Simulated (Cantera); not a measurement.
Charge: 1 mol BCl₃, 7.6 mol H₂, 15 mol N₂, at 1023.15 K and 100 Torr.

Method: chemical equilibrium by Gibbs-energy minimisation in Cantera with the NASA 1993 tables (ideal gas, pure condensed phases). Candidate condensed phases: B, BN, NH₄Cl; 21 gas species. N₂ is the only nitrogen source here; it is nearly inert below about 1500 K, so the nitride shown seldom forms there in practice. The numbers say what is thermodynamically allowed, not how fast it happens.

Base state: N₂ 0.614, H₂ 0.258, HCl 0.127 (mole fractions); condensed: BN(s).

Q: What changes in the equilibrium state with this change: BCl₃ replaced by B₂H₆?

A: 
```
species      before    after
----------  -------  -------
N₂            0.614    0.569
H₂            0.258    0.431
NH₃         6.88e-6  1.43e-5
HCl           0.127        0
BN(s), mol    1.000     2.00
```
The feed counts by its element totals alone.
